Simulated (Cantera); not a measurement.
Feed: 1 mol TEOS, 9.1 mol N₂O, 1.1 mol N₂, held at 1450 K and 0.00110 bar.

These are equilibrium values from Cantera (NASA tables, ideal gas, pure condensed phases), not measurements of a reactor. Candidate condensed phases: C, C₆H₆, C₇H₈, C₈H₁₈, H₂O, Si, SiC, SiO₂, Si₂N₂O, Si₃N₄; 151 gas species. The feed counts by its element totals alone. The tables hold silica as quartz up to 1696 K and as liquid above; real silica turns to tridymite and cristobalite and melts near 1996 K. The numbers say what is thermodynamically allowed, not how fast it happens.

**Question.** What is the equilibrium state?

**Answer.** 
```json
{
 "x(N₂)": "0.362",
 "x(H₂)": "0.275",
 "x(CO)": "0.253",
 "x(H₂O)": "0.0793",
 "x(CO₂)": "0.0306",
 "x(H)": "0.000150",
 "x(SiO)": "1.21e-6",
 "x(OH)": "1.03e-6",
 "n(SiO₂(β-quartz))": "1.000 mol",
 "gas_amount": "28.20 mol",
 "log10 activity of C(graphite) (absent)": "-5.62",
 "log10 activity of Si(s) (absent)": "-10.36"
}
```
